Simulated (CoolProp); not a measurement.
R410A along the isotherm 384.4 K: fugacity coefficient from the reference equation and from simpler models built on Tc = 344.5 K, pc = 49.01 bar, ω = 0.296; each cubic takes its own stable root.

The numbers come from the reference Helmholtz-energy equation of state, Lemmon 2003 in CoolProp. It is a pseudo-pure fit of the blend.

```tsv
p (bar)	phase	reference	van der Waals	Redlich-Kwong	Peng-Robinson
49	gas	0.7672	0.7765	0.7664	0.7592
98	supercritical	0.5688	0.5660	0.5660	0.5702
147	supercritical	0.4494	0.4667	0.4578	0.4620
196	supercritical	0.3874	0.4230	0.4038	0.4050
245	supercritical	0.3521	0.4043	0.3746	0.3727
294	supercritical	0.3311	0.3994	0.3587	0.3537
343	supercritical	0.3187	0.4036	0.3512	0.3430
392	supercritical	0.3120	0.4146	0.3493	0.3379
441	supercritical	0.3093	0.4312	0.3515	0.3368
490	supercritical	0.3098	0.4527	0.3571	0.3388
```
